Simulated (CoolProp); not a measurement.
Vapour-liquid equilibrium of carbon dioxide (1) + R142b (2) at -13.35 °C; x and y are mole fractions of (1).

Computed with CoolProp (multi-fluid Helmholtz-energy mixture model, Span 1996 and Lemmon 2006; pair parameters Bell 2016).

Q: Give the bubble pressure and the first vapour's composition at x = 0.45, 0.65, 0.85. Is there an azeotrope?

A: x = 0.45: 1.073 MPa, y = 0.943; x = 0.65: 1.527 MPa, y = 0.969; x = 0.85: 1.994 MPa, y = 0.987. No azeotrope shows between x = 0.05 and 0.95.

The pair parameters rest on a limited set of measurements; away from them the model extrapolates.
